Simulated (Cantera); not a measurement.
Input (Python, Cantera):

```python
import numpy as np
import cantera as ct

gas = ct.Solution("gri30.yaml")
gas.TPX = 425, 340000, {'CH4': 1, 'O2': 3.57, 'N2': 18.6}
inlet = ct.Reservoir(gas, clone=True)
gas.equilibrate("HP")  # start burning
reactor = ct.IdealGasConstPressureReactor(gas, energy="on", clone=False)
exhaust = ct.Reservoir(gas, clone=True)
tau = [0.047, 0.022, 0.011, 0.0052, 0.0025, 0.0012, 0.00058, 0.00028, 0.00013, 6.4e-05, 3.1e-05, 1.5e-05][0]
for a, b in ((inlet, reactor), (reactor, exhaust)):
    ct.MassFlowController(a, b, mdot=lambda t: reactor.mass / tau)
net = ct.ReactorNet([reactor])
show = ['CH4', 'O2', 'O', 'H2O2', 'CO', 'H', 'CO2']

rows = []
print(f"{'tau/s':>10s}{'T/K':>9s}" + "".join(f"{s:>11s}" for s in show))
for tau in [0.047, 0.022, 0.011, 0.0052, 0.0025, 0.0012, 0.00058, 0.00028, 0.00013, 6.4e-05, 3.1e-05, 1.5e-05]:
    net.initial_time = 0.0
    net.advance(30 * tau)
    before = gas.X
    net.advance(40 * tau)
    drift = np.max(np.abs(gas.X - before) / (gas.X + 1e-9))
    rows.append([gas.T, *gas[show].X, drift])
    print(f"{tau:10.3e}{gas.T:9.1f}" + "".join(f"{x:11.3e}" for x in gas[show].X))
```

It prints:

```
     tau/s      T/K        CH4         O2          O       H2O2         CO          H        CO2
 4.700e-02   1438.4  6.608e-05  6.818e-02  1.307e-05  1.783e-07  6.275e-04  1.774e-06  4.243e-02
 2.200e-02   1432.3  1.216e-04  6.857e-02  2.036e-05  2.760e-07  1.188e-03  3.633e-06  4.179e-02
 1.100e-02   1420.5  2.311e-04  6.935e-02  2.896e-05  4.661e-07  2.279e-03  6.819e-06  4.054e-02
 5.200e-03    425.0  4.316e-02  1.541e-01 -1.229e-29 -1.622e-17 -1.927e-15 -4.014e-34 -3.421e-15
 2.500e-03    425.0  4.316e-02  1.541e-01 -1.148e-34  6.774e-21  8.046e-19 -1.930e-37  1.429e-18
 1.200e-03    425.0  4.316e-02  1.541e-01  2.737e-34  3.963e-22  4.707e-20  2.375e-37  8.358e-20
 5.800e-04    425.0  4.316e-02  1.541e-01  7.039e-35  2.503e-23  2.973e-21 -1.633e-38  5.280e-21
 2.800e-04    425.0  4.316e-02  1.541e-01  1.405e-35  1.581e-24  1.878e-22  8.135e-39  3.335e-22
 1.300e-04    425.0  4.316e-02  1.541e-01  1.487e-36  9.989e-26  1.186e-23 -1.940e-41  2.107e-23
 6.400e-05    425.0  4.316e-02  1.541e-01  3.253e-37  6.310e-27  7.494e-25 -8.944e-41  1.331e-24
 3.100e-05    425.0  4.316e-02  1.541e-01  7.332e-38  3.986e-28  4.734e-26  7.632e-42  8.405e-26
 1.500e-05    425.0  4.316e-02  1.541e-01  1.749e-38  2.518e-29  2.990e-27 -1.022e-42  5.309e-27
```

Model: GRI-Mech 3.0 (53 species, 325 reactions), integrated in Cantera.
